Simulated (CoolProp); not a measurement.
A single-stage vapour-compression cycle with the fluid: evaporating at 280.15 K (dew point), condensing at 305.15 K (bubble point), superheat 10 K, subcooling 2 K, compressor efficiency 0.6, no pressure losses. The same conditions are run with several fluids, on thermodynamics alone (safety and materials aside).

The numbers come from the reference Helmholtz-energy equation of state of each fluid (R142b: Lemmon 2006; isobutene: Lemmon 2005; R245ca: Zhou 2016; chloromethane (R40): Thol 2014; sulfur dioxide: Gao 2016; n-pentane: Thol 2019) in CoolProp.

```tsv
fluid	cooling COP	pressure ratio	discharge temperature (K)	refrigerating effect (kJ/kg)	volumetric capacity (kJ/m³)
R142b	6.17	?	?	?	1580
isobutene	6.19	2.21	327.0	340	1420
R245ca	6.24	2.76	325.3	192	513
chloromethane (R40)	?	?	363.2	?	2710
sulfur dioxide	6.05	2.40	380.3	?	1980
n-pentane	6.29	2.64	323.5	343	348
```

Fill in the missing entries.


- R142b, pressure ratio: 2.23
- R142b, discharge temperature (K): 330.0
- R142b, refrigerating effect (kJ/kg): 193
- chloromethane (R40), cooling COP: 6.06
- chloromethane (R40), pressure ratio: 2.14
- chloromethane (R40), refrigerating effect (kJ/kg): 367
- sulfur dioxide, refrigerating effect (kJ/kg): 349
